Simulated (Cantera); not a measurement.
An adiabatic, constant-volume homogeneous reactor starts with 4.64 % CH₄, 0.237 % C₂H₆, 0.283 % C₃H₈, 12.7 % O₂, 82.2 % N₂, equivalence ratio 0.91, at 1475 K and 3750 Torr.

Cantera simulation using GRI-Mech 3.0 (53 species, 325 reactions); the numbers are that mechanism's predictions, not measurements.

x: mole fraction; the columns are a selection and need not sum to one.

```csv
t (s),T (K),P (bar),x CH₄,x C₂H₆,x C₃H₈,x NO,x H₂O
3.00e-6,1475,5.00,0.0464,0.00236,0.00280,<1e-12,1.01e-5
9.53e-6,1474,5.00,0.0463,0.00234,0.00272,<1e-12,8.90e-5
3.03e-5,1477,5.01,0.0456,0.00239,0.00239,2.70e-12,0.000703
9.62e-5,1513,5.15,[?],0.00237,[?],6.20e-11,[?]
0.000306,2741,9.45,<1e-12,<1e-12,<1e-12,0.00241,0.0999
0.000972,2730,9.41,<1e-12,<1e-12,<1e-12,0.00699,0.100
0.00309,2726,9.40,<1e-12,<1e-12,<1e-12,0.00855,0.100
0.00981,2726,9.40,<1e-12,<1e-12,<1e-12,0.00857,0.100
0.0312,2726,9.40,<1e-12,<1e-12,<1e-12,0.00857,0.100
0.0990,2726,9.40,<1e-12,<1e-12,<1e-12,0.00857,0.100
0.315,2726,9.40,<1e-12,<1e-12,<1e-12,0.00857,0.100
1.00,2726,9.40,<1e-12,<1e-12,<1e-12,0.00857,0.100
```

Task: What belongs in the gaps?

Result: 
- 9.62e-5, x CH₄: 0.0408
- 9.62e-5, x C₃H₈: 0.00107
- 9.62e-5, x H₂O: 0.00604
